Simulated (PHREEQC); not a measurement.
Consider water at 37 °C with 25 mmol/kgw HCl and 12 mmol/kgw CuCl2. Closed to the air; pH follows from the charge balance.

Equilibrium calculation in PHREEQC: ion-association model, wateq4f.dat.

| quantity | before | after |
|---|---|---|
| pH | 1.68 | 4.62 |
| ionic strength (mol/kgw) | 0.0587 | 0.0711 |
| Cu+2 (mol/kgw) | 0.0109 | 0.0108 |
| CuCl+ (mol/kgw) | 0.00112 | 0.00116 |
| CuCl2 (mol/kgw) | 2.05e-5 | 2.28e-5 |
| CuOH+ (mol/kgw) | 2.92e-9 | 2.46e-6 |
| SI of Tenorite (CuO) | -6.14 | -0.28 |
| SI of Cu(OH)2 (Cu(OH)2) | -7.16 | -1.30 |

### Question
What was changed between the two runs?
(A) HCl from 0.025 to 0.25 mol/kgw
(B) HCl replaced by CdCl2 at the same molality
(C) diluted 5-fold with water
(D) CuCl2 from 0.012 to 0.024 mol/kgw
(E) HCl left out

### Answer
B, HCl replaced by CdCl2 at the same molality

This is a speciation only: nothing precipitates in the calculation. Some of these states are supersaturated (in Atacamite, for instance). At this temperature some constants are extrapolated from 25 °C, and those without enthalpy data are left unchanged.
